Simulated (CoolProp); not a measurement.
A simple Rankine cycle with water: condensing at 312.15 K, boiler at 0.0401 MPa, turbine inlet 364.1 K, turbine efficiency 0.65, pump efficiency 0.7, no recuperator. Each further row changes one setting.

Values from CoolProp's reference Helmholtz-energy equation of state, Wagner 2002.

| case | thermal efficiency (%) | net work (kJ/kg) | heat in (kJ/kg) | turbine exit temperature (K) | volume ratio over the turbine |
|---|---|---|---|---|---|
| as stated | 6.7 | 167 | 2500 | 312.1 | 4.78 |
| turbine inlet 384.1 K | 6.7 | 171 | 2540 | 312.1 | 4.59 |
| condensing temperature 304.15 K | 8.1 | 205 | 2540 | 304.1 | 7.19 |
| boiler pressure 0.0281 MPa | 5.4 | 134 | 2500 | 312.1 | 3.39 |
| turbine efficiency 0.55 | 5.7 | 142 | 2500 | 312.1 | 4.83 |

The expansion ends wet for: as stated; turbine inlet 384.1 K; condensing temperature 304.15 K; boiler pressure 0.0281 MPa; turbine efficiency 0.55.
